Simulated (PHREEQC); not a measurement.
0.026 g of hydrous ferric oxide (600 m²/g; 0.2 weak and 0.005 strong sites per Fe, Dzombak-Morel constants, diffuse double layer) in 1 kg of water with 0.001 mol/kgw of an inert sodium salt and 2.4e-06 mol/kgw CaCl2 and 1.1e-07 mol/kgw H3BO3, at 25 °C; the pH is set by adding NaOH or the inert anion's acid. Oxygen is held at 0.21 atm. No CO2 enters from the air. Nothing may precipitate in this run.

All values are PHREEQC results (ion-association model, wateq4f.dat), not measurements.

| pH | Ca sorbed (%) | B sorbed (%) | surface charge σ (C/m²) | surface potential ψ (mV) |
|---|---|---|---|---|
| 4 | 0.0 | 0.0 | 0.117 | 210 |
| 4.5 | 0.0 | 0.0 | 0.078 | 191 |
| 5 | 0.0 | 0.0 | 0.050 | 169 |
| 5.5 | 0.0 | 0.0 | 0.031 | 145 |
| 6 | 0.0 | 0.0 | 0.019 | 119 |
| 6.5 | 0.0 | 0.0 | 0.011 | 92 |
| 7 | 0.1 | 0.0 | 0.006 | 64 |
| 7.5 | 0.6 | 0.0 | 0.003 | 35 |
| 8 | 5.1 | 0.0 | 0.000 | 7 |
| 8.5 | 24.6 | 0.0 | -0.002 | -21 |
| 9 | 57.5 | 0.0 | -0.004 | -47 |
| 9.5 | 87.8 | 0.0 | -0.007 | -74 |
| 10 | 98.3 | 0.0 | -0.014 | -101 |
